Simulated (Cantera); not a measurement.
**Ammonia decomposition in nitride growth gas**

A perfectly stirred reactor is fed with NH3 : N2 = 1 : 5.7 (molar parts), at 20.0 Torr; it is held at 1875 K, and followed from long to short residence time.

Detailed kinetics in Cantera: the gas-phase N/H chemistry of the illustrative SiF4/NH3 mechanism in the Surface Chemkin manual (1991). Walls and surfaces, which speed up NH3 decomposition in real reactors, are not modelled.

| τ (s) | x NH3 | x N2H4 | x N2 | x NH2 | x NH |
|---|---|---|---|---|---|
| 26 | 0.0161 | 1.21e-10 | 0.810 | 5.76e-5 | 2.98e-6 |
| 11 | 0.0304 | 3.11e-10 | 0.814 | 9.22e-5 | 3.96e-6 |
| 4.6 | 0.0527 | 7.17e-10 | 0.821 | 0.000140 | 5.05e-6 |
| 1.9 | 0.0813 | 1.43e-9 | 0.830 | 0.000198 | 6.03e-6 |
| 0.80 | 0.108 | 2.39e-9 | 0.838 | 0.000256 | 6.52e-6 |
| 0.33 | 0.128 | 3.57e-9 | 0.844 | 0.000312 | 6.28e-6 |
| 0.14 | 0.140 | 4.69e-9 | 0.848 | 0.000358 | 5.25e-6 |
| 0.058 | 0.146 | 5.08e-9 | 0.850 | 0.000373 | 3.76e-6 |
| 0.024 | 0.148 | 3.61e-9 | 0.850 | 0.000314 | 2.27e-6 |
| 0.010 | 0.149 | 1.23e-9 | 0.851 | 0.000183 | 9.94e-7 |
| 0.0042 | 0.149 | 2.43e-10 | 0.851 | 8.15e-5 | 2.96e-7 |
x: mole fraction; the columns are a selection and need not sum to one.
